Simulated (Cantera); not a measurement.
Cantera run, input and output.

```python
import numpy as np
import cantera as ct

gas = ct.Solution("gri30.yaml")
gas.TPX = 1625, 1333, {'C2H6': 1, 'N2': 150}
inlet = ct.Reservoir(gas, clone=True)

reactor = ct.IdealGasConstPressureReactor(gas, energy="off", clone=False)
exhaust = ct.Reservoir(gas, clone=True)
tau = [7.3, 2.5, 0.88, 0.3, 0.11, 0.037, 0.013, 0.0044, 0.0015, 0.00053, 0.00018][0]
for a, b in ((inlet, reactor), (reactor, exhaust)):
    ct.MassFlowController(a, b, mdot=lambda t: reactor.mass / tau)
net = ct.ReactorNet([reactor])
show = ['C2H6', 'CH4', 'CH3', 'C2H', 'HCN']

rows = []
print(f"{'tau/s':>10s}{'T/K':>9s}" + "".join(f"{s:>11s}" for s in show))
for tau in [7.3, 2.5, 0.88, 0.3, 0.11, 0.037, 0.013, 0.0044, 0.0015, 0.00053, 0.00018]:
    net.initial_time = 0.0
    net.advance(30 * tau)
    before = gas.X
    net.advance(40 * tau)
    drift = np.max(np.abs(gas.X - before) / (gas.X + 1e-9))
    rows.append([gas.T, *gas[show].X, drift])
    print(f"{tau:10.3e}{gas.T:9.1f}" + "".join(f"{x:11.3e}" for x in gas[show].X))
```

Result:

```
     tau/s      T/K       C2H6        CH4        CH3        C2H        HCN
 7.300e+00   1625.0  1.791e-06  2.389e-04  6.618e-05  3.263e-07  2.427e-04
 2.500e+00   1625.0  4.940e-06  3.461e-04  1.101e-04  3.696e-07  1.600e-04
 8.800e-01   1625.0  1.321e-05  4.905e-04  1.820e-04  4.175e-07  1.041e-04
 3.000e-01   1625.0  3.613e-05  6.810e-04  3.070e-04  4.736e-07  6.537e-05
 1.100e-01   1625.0  9.149e-05  8.772e-04  5.013e-04  5.268e-07  4.128e-05
 3.700e-02   1625.0  2.485e-04  1.038e-03  8.504e-04  5.619e-07  2.411e-05
 1.300e-02   1625.0  6.396e-04  1.004e-03  1.378e-03  5.191e-07  1.350e-05
 4.400e-03   1625.0  1.632e-03  6.698e-04  2.056e-03  3.305e-07  6.302e-06
 1.500e-03   1625.0  3.548e-03  2.461e-04  2.263e-03  8.737e-08  1.898e-06
 5.300e-04   1625.0  5.455e-03  5.035e-05  1.491e-03  2.400e-09  1.816e-07
 1.800e-04   1625.0  6.276e-03  6.963e-06  6.324e-04  4.985e-13  6.487e-10
```

Model: GRI-Mech 3.0 (53 species, 325 reactions), integrated in Cantera. GRI-Mech 3.0 stops at C3 and has no aromatics, soot or wall deposition, so with more carbon than oxygen in the feed, carbon stays in small species such as C2H2 where larger ones or solid carbon would form. Radical loss at walls, strong at low pressure, is not modelled.
